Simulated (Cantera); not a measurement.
Input: 1 mol C₂H₅OH, 0.093 mol NH₃, 28 mol N₂, at 10.0 mbar.

These are equilibrium values from Cantera (NASA tables, ideal gas, pure condensed phases), not measurements of a reactor. Candidate condensed phases: C, C₆H₆, C₇H₈, C₈H₁₈, H₂O; 136 gas species. Rates play no part.

Problem. What share of the C ends up in condensed phases as a function of T (K), at 1473, 1573, 1673, 1773, 1873, 1973, 2073, 2173?

Solution. 
| T (K) | C condensed (%) | as |
|---|---|---|
| 1473 | 49.6 | C(graphite) |
| 1573 | 49.2 | C(graphite) |
| 1673 | 48.5 | C(graphite) |
| 1773 | 47.4 | C(graphite) |
| 1873 | 45.7 | C(graphite) |
| 1973 | 43.4 | C(graphite) |
| 2073 | 40.3 | C(graphite) |
| 2173 | 36.2 | C(graphite) |
